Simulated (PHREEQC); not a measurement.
Make-up at 70 °C: 41 mmol/kgw BaCl2. Closed to the air; pH follows from the charge balance.

Model: ion-association model, wateq4f.dat, run in PHREEQC.

Each row changes one thing in this solution. This is a speciation only: nothing precipitates in the calculation.

```csv
case,pH,ionic strength (mol/kgw)
as made,6.38,0.123
diluted 10-fold with water,6.40,…
BaCl2 replaced by ZnCl2 at the same molality,…,…
BaCl2 from 0.041 to 0.0369 mol/kgw,6.38,…
temperature from 70 to 75 °C,6.33,0.123
diluted 100-fold with water,6.41,…
```

**Question.** Some entries are withheld; supply them.

**Answer.** 
- diluted 10-fold with water, ionic strength (mol/kgw): 0.0123
- BaCl2 replaced by ZnCl2 at the same molality, pH: 4.79
- BaCl2 replaced by ZnCl2 at the same molality, ionic strength (mol/kgw): 0.0987
- BaCl2 from 0.041 to 0.0369 mol/kgw, ionic strength (mol/kgw): 0.111
- diluted 100-fold with water, ionic strength (mol/kgw): 0.00123

Away from 25 °C the constants follow the database's enthalpies or fits; those with neither stay at their 25 °C values.
